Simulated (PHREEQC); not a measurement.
Brackish or sea water (model solution)

Synthetic water in mg/L, 25 °C, pH 6.32, pe -1.1:

| constituent | mg/L |
|---|---|
| Na | 8970 |
| K | 196 |
| Ca | 211 |
| Mg | 2600 |
| Cl | 21800 |
| S(6) as SO4 | 1640 |
| Alkalinity as HCO3 | 1.2 |
| Sr | 9.86 |
| Br | 90.9 |

Valence states are taken as typed.

The numbers come from PHREEQC with the ion-association model, phreeqc.dat.

Each row changes one thing in this solution. Precipitation was switched off in this run.

| case | MgSO4 (mol/kgw) | SO4-2 (mol/kgw) | NaSO4- (mol/kgw) | CaSO4 (mol/kgw) | KSO4- (mol/kgw) | HCO3- (mol/kgw) | SI of Gypsum (CaSO4:2H2O) | SI of Halite (NaCl) |
|---|---|---|---|---|---|---|---|---|
| as made | 0.00742 | 0.00726 | 0.00273 | 0.000243 | 4.20e-5 | 1.39e-5 | -1.23 | -2.51 |
| pH from 6.32 to 5.5 at the same alkalinity | 0.00742 | 0.00726 | 0.00273 | 0.000243 | 4.20e-5 | 1.69e-5 | -1.23 | -2.51 |
| pH from 6.32 to 5.82 at the same alkalinity | 0.00742 | 0.00726 | 0.00273 | 0.000243 | 4.20e-5 | 1.52e-5 | -1.23 | -2.51 |
| Na from 8970 to 26900 mg/L | 0.00528 | 0.00623 | 0.00633 | 0.000163 | 3.02e-5 | 1.24e-5 | -1.37 | -2.02 |

The ionic strength passes 0.7 mol/kgw, the rough limit of the ion-association models, in every such run.
